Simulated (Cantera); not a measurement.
What does this Cantera script print?

```python
import numpy as np
import cantera as ct

gas = ct.Solution("gri30.yaml")
gas.TPX = 550, 101325, {'CH4': 1, 'C2H6': 0.14, 'C3H8': 0.6, 'O2': 5.49, 'N2': 20.6, 'CO2': 2.8}
inlet = ct.Reservoir(gas, clone=True)
gas.equilibrate("HP")  # start burning
reactor = ct.IdealGasConstPressureReactor(gas, energy="on", clone=False)
exhaust = ct.Reservoir(gas, clone=True)
tau = [0.25, 0.093, 0.035, 0.013, 0.0049, 0.0018, 0.00068, 0.00026, 9.5e-05, 3.6e-05, 1.3e-05, 5e-06][0]
for a, b in ((inlet, reactor), (reactor, exhaust)):
    ct.MassFlowController(a, b, mdot=lambda t: reactor.mass / tau)
net = ct.ReactorNet([reactor])
show = ['CH4', 'C2H6', 'C3H8', 'H2O', 'HCO', 'H', 'CH3']

rows = []
print(f"{'tau/s':>10s}{'T/K':>9s}" + "".join(f"{s:>11s}" for s in show))
for tau in [0.25, 0.093, 0.035, 0.013, 0.0049, 0.0018, 0.00068, 0.00026, 9.5e-05, 3.6e-05, 1.3e-05, 5e-06]:
    net.initial_time = 0.0
    net.advance(30 * tau)
    before = gas.X
    net.advance(40 * tau)
    drift = np.max(np.abs(gas.X - before) / (gas.X + 1e-9))
    rows.append([gas.T, *gas[show].X, drift])
    print(f"{tau:10.3e}{gas.T:9.1f}" + "".join(f"{x:11.3e}" for x in gas[show].X))
```

Output:

```
     tau/s      T/K        CH4       C2H6       C3H8        H2O        HCO          H        CH3
 2.500e-01   2192.1  7.965e-07  1.031e-08  4.797e-08  1.484e-01  1.136e-08  3.499e-04  6.542e-07
 9.300e-02   2176.1  1.766e-06  2.732e-08  1.234e-07  1.476e-01  2.905e-08  4.606e-04  1.441e-06
 3.500e-02   2147.6  3.605e-06  7.035e-08  3.034e-07  1.462e-01  7.565e-08  6.916e-04  2.863e-06
 1.300e-02   2104.8  7.206e-06  1.774e-07  7.203e-07  1.442e-01  2.024e-07  1.140e-03  5.419e-06
 4.900e-03   2050.1  1.452e-05  4.241e-07  1.622e-06  1.415e-01  5.364e-07  1.902e-03  1.013e-05
 1.800e-03   1984.3  3.146e-05  1.015e-06  3.683e-06  1.383e-01  1.452e-06  3.106e-03  2.004e-05
 6.800e-04   1914.6  7.234e-05  2.419e-06  8.443e-06  1.348e-01  3.787e-06  4.632e-03  4.156e-05
 2.600e-04   1841.7  1.866e-04  6.223e-06  2.113e-05  1.314e-01  9.786e-06  6.046e-03  9.516e-05
 9.500e-05   1737.2  7.606e-04  2.458e-05  8.087e-05  1.266e-01  2.813e-05  5.709e-03  3.204e-04
 3.600e-05    550.0  3.265e-02  4.571e-03  1.959e-02 -5.548e-16 -1.053e-32  3.116e-29 -3.467e-19
 1.300e-05    550.0  3.265e-02  4.571e-03  1.959e-02 -1.007e-18 -1.930e-35  2.798e-32  4.569e-21
 5.000e-06    550.0  3.265e-02  4.571e-03  1.959e-02 -6.364e-20 -1.219e-36  2.473e-32  2.162e-21
```

Model: GRI-Mech 3.0 (53 species, 325 reactions), integrated in Cantera. GRI-Mech 3.0 was tuned for natural gas; its chemistry of propane as a main component is partial and can be far from experiment.
